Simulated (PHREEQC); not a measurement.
0.86 g of hydrous ferric oxide (600 m²/g; 0.2 weak and 0.005 strong sites per Fe, Dzombak-Morel constants, diffuse double layer) in 1 kg of water with 0.005 mol/kgw of an inert sodium salt and 0.06 mmol/kgw Ag2SO4, at 25 °C; the pH is set by adding NaOH or the inert anion's acid. Oxygen is held at 0.21 atm. CO2 from the air is kept out. No solid was allowed to form.

Base run: PHREEQC, ion-association model, wateq4f.dat. Each further column changes one thing. The table gives Ag sorbed (%).

| pH | base | no electrostatic term (-no_edl) | background salt from 0.005 to 0.0005 mol/kgw | oxide from 0.86 to 4.3 g/kgw | 0.00027 mol/kgw NaH2PO4 added |
|---|---|---|---|---|---|
| 4 | 0.4 | 0.0 | 0.5 | 1.8 | 0.3 |
| 5.33 | 9.0 | 0.2 | 9.8 | 34.8 | 7.5 |
| 6.67 | 35.4 | … | 35.7 | 89.7 | … |
| 8 | 64.0 | 63.9 | 64.7 | 99.4 | 60.3 |
| 9.33 | 96.0 | 90.4 | 96.2 | 100.0 | … |
| 10.67 | 99.8 | … | 99.8 | 100.0 | 99.8 |
| 12 | 99.9 | … | 100.0 | 100.0 | 99.9 |

### Question
Some entries are withheld; supply them.

### Answer

- 6.67, no electrostatic term (-no_edl): 24.4
- 6.67, 0.00027 mol/kgw NaH2PO4 added: 34.1
- 9.33, 0.00027 mol/kgw NaH2PO4 added: 95.8
- 10.67, no electrostatic term (-no_edl): 92.4
- 12, no electrostatic term (-no_edl): 82.6

 In at least one series the solution becomes supersaturated in solids that the run did not let form, among them Ag2O. H3PO4, which wateq4f.dat lacks, is added to it with the constant of phreeqc.dat. The database has no phosphate complexes of Ag.
